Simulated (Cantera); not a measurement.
# Pyrogenic steam for wet oxidation

A perfectly stirred reactor is fed with H2 : O2 : N2 = 1.4 : 1 : 1.5 (molar parts), equivalence ratio 0.70, at 0.400 bar; it is held at 1225 K, and followed from long to short residence time.

Model: the H2/O2 subset of GRI-Mech 3.0, which has no nitrogen chemistry, integrated in Cantera. The temperature is held fixed by assumption; the heat of reaction is taken as removed at once.

```json
[
 {"τ (s)": "2.9", "x H2": "0.000134", "x O2": "0.0938", "x O": "1.01e-5", "x OH": "0.000178", "x H2O2": "5.26e-7", "x HO2": "4.45e-6", "x H2O": "0.437"},
 {"τ (s)": "1.4", "x H2": "0.000219", "x O2": "0.0938", "x O": "1.69e-5", "x OH": "0.000225", "x H2O2": "7.53e-7", "x HO2": "6.95e-6", "x H2O": "0.437"},
 {"τ (s)": "0.65", "x H2": "0.000367", "x O2": "0.0938", "x O": "2.94e-5", "x OH": "0.000290", "x H2O2": "1.09e-6", "x HO2": "1.09e-5", "x H2O": "0.437"},
 {"τ (s)": "0.31", "x H2": "0.000601", "x O2": "0.0939", "x O": "5.02e-5", "x OH": "0.000371", "x H2O2": "1.53e-6", "x HO2": "1.62e-5", "x H2O": "0.437"},
 {"τ (s)": "0.15", "x H2": "0.000966", "x O2": "0.0940", "x O": "8.50e-5", "x OH": "0.000475", "x H2O2": "2.10e-6", "x HO2": "2.29e-5", "x H2O": "0.436"},
 {"τ (s)": "0.069", "x H2": "0.00159", "x O2": "0.0942", "x O": "0.000149", "x OH": "0.000623", "x H2O2": "2.88e-6", "x HO2": "3.17e-5", "x H2O": "0.435"},
 {"τ (s)": "0.033", "x H2": "0.00253", "x O2": "0.0945", "x O": "0.000251", "x OH": "0.000812", "x H2O2": "3.78e-6", "x HO2": "4.08e-5", "x H2O": "0.434"},
 {"τ (s)": "0.016", "x H2": "0.00394", "x O2": "0.0950", "x O": "0.000414", "x OH": "0.00106", "x H2O2": "4.77e-6", "x HO2": "5.00e-5", "x H2O": "0.432"},
 {"τ (s)": "0.0073", "x H2": "0.00631", "x O2": "0.0959", "x O": "0.000703", "x OH": "0.00142", "x H2O2": "5.93e-6", "x HO2": "5.94e-5", "x H2O": "0.428"},
 {"τ (s)": "0.0035", "x H2": "0.00970", "x O2": "0.0973", "x O": "0.00114", "x OH": "0.00187", "x H2O2": "7.02e-6", "x HO2": "6.71e-5", "x H2O": "0.423"}
]
```
x: mole fraction; the columns are a selection and need not sum to one.
